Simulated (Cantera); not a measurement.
Input (Python, Cantera):

```python
import numpy as np
import cantera as ct

gas = ct.Solution("gri30.yaml", transport_model="multicomponent")
show = ['CH4', 'C2H2', 'CH3']

rows = []
print(f"{'T/K':>7s}{'rho':>11s}{'cp':>10s}{'mu':>11s}{'lambda':>11s}{'Pr':>7s}" + "".join(f"{'D_' + s:>11s}" for s in show))
for T in [400, 500, 600, 700, 800, 900, 1000, 1100, 1200]:
    gas.TPX = T, 1333, {'H2O': 0.48, 'O2': 0.2}
    Pr = gas.cp_mass * gas.viscosity / gas.thermal_conductivity
    D = [gas.mix_diff_coeffs_mole[gas.species_index(s)] for s in show]
    rows.append([gas.density, gas.cp_mass, gas.viscosity, gas.thermal_conductivity, Pr, *D])
    print(f"{T:7g}{gas.density:11.4e}{gas.cp_mass:10.1f}{gas.viscosity:11.4e}"
          f"{gas.thermal_conductivity:11.4e}{Pr:7.3f}" + "".join(f"{d:11.4e}" for d in D))
print("SI units: kg/m3, J/kg/K, Pa s, W/m/K, m2/s")
```

Result:

```
    T/K        rho        cp         mu     lambda     Pr      D_CH4     D_C2H2      D_CH3
    400 8.8689e-03    1493.5 1.7472e-05 3.7467e-02  0.696 2.9785e-03 2.2440e-03 3.0418e-03
    500 7.0951e-03    1536.5 2.1567e-05 4.8190e-02  0.688 4.5171e-03 3.4183e-03 4.5956e-03
    600 5.9126e-03    1585.1 2.5558e-05 5.9326e-02  0.683 6.3025e-03 4.7854e-03 6.3928e-03
    700 5.0680e-03    1635.1 2.9438e-05 7.0749e-02  0.680 8.3142e-03 6.3293e-03 8.4137e-03
    800 4.4345e-03    1684.2 3.3206e-05 8.2358e-02  0.679 1.0537e-02 8.0372e-03 1.0643e-02
    900 3.9417e-03    1732.3 3.6865e-05 9.4122e-02  0.678 1.2957e-02 9.8993e-03 1.3069e-02
   1000 3.5476e-03    1781.0 4.0422e-05 1.0612e-01  0.678 1.5566e-02 1.1907e-02 1.5682e-02
   1100 3.2251e-03    1828.5 4.3881e-05 1.1826e-01  0.678 1.8354e-02 1.4055e-02 1.8474e-02
   1200 2.9563e-03    1873.6 4.7247e-05 1.3043e-01  0.679 2.1315e-02 1.6336e-02 2.1437e-02
SI units: kg/m3, J/kg/K, Pa s, W/m/K, m2/s
```

Cantera simulation using GRI-Mech 3.0 (53 species, 325 reactions); the numbers are that mechanism's predictions, not measurements. Polar gases are described roughly by these parameters.
